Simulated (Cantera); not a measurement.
A perfectly stirred reactor is fed with H₂ : O₂ = 0.89 : 1 (molar parts), equivalence ratio 0.45, at 530 Pa; it is held at 950 K, and followed from long to short residence time.

Detailed kinetics in Cantera: GRI-Mech 3.0 (53 species, 325 reactions). Radical loss at walls, strong at low pressure, is not modelled. The temperature is held fixed by assumption; the heat of reaction is taken as removed at once.

x: mole fraction; the columns are a selection and need not sum to one.

```json
[
 {"τ (s)": "9.2", "x H₂": "0.00193", "x O₂": "0.384", "x H₂O": "0.612", "x HO₂": "?", "x H": "0.000486", "x H₂O₂": "4.20e-7"},
 {"τ (s)": "3.8", "x H₂": "0.00335", "x O₂": "0.384", "x H₂O": "0.609", "x HO₂": "?", "x H": "0.00117", "x H₂O₂": "4.25e-7"},
 {"τ (s)": "1.6", "x H₂": "0.00567", "x O₂": "0.384", "x H₂O": "0.604", "x HO₂": "8.93e-6", "x H": "0.00277", "x H₂O₂": "4.12e-7"},
 {"τ (s)": "0.66", "x H₂": "0.00961", "x O₂": "0.384", "x H₂O": "0.595", "x HO₂": "9.47e-6", "x H": "0.00660", "x H₂O₂": "3.83e-7"},
 {"τ (s)": "0.28", "x H₂": "0.0158", "x O₂": "0.383", "x H₂O": "0.577", "x HO₂": "9.69e-6", "x H": "0.0151", "x H₂O₂": "3.41e-7"},
 {"τ (s)": "0.11", "x H₂": "0.0269", "x O₂": "0.383", "x H₂O": "0.541", "x HO₂": "9.50e-6", "x H": "0.0356", "x H₂O₂": "2.83e-7"},
 {"τ (s)": "0.048", "x H₂": "0.0418", "x O₂": "0.382", "x H₂O": "0.486", "x HO₂": "8.86e-6", "x H": "0.0705", "x H₂O₂": "2.25e-7"},
 {"τ (s)": "0.020", "x H₂": "0.0645", "x O₂": "0.382", "x H₂O": "0.403", "x HO₂": "?", "x H": "0.123", "x H₂O₂": "1.72e-7"},
 {"τ (s)": "0.0082", "x H₂": "0.101", "x O₂": "0.389", "x H₂O": "0.313", "x HO₂": "?", "x H": "0.165", "x H₂O₂": "1.39e-7"},
 {"τ (s)": "0.0034", "x H₂": "0.168", "x O₂": "0.411", "x H₂O": "0.229", "x HO₂": "?", "x H": "0.163", "x H₂O₂": "1.21e-7"}
]
```

Question: Some entries are withheld; supply them.

Answer: 
- 9.2, x HO₂: 7.09e-6
- 3.8, x HO₂: 8.14e-6
- 0.020, x HO₂: 7.75e-6
- 0.0082, x HO₂: 6.57e-6
- 0.0034, x HO₂: 5.58e-6
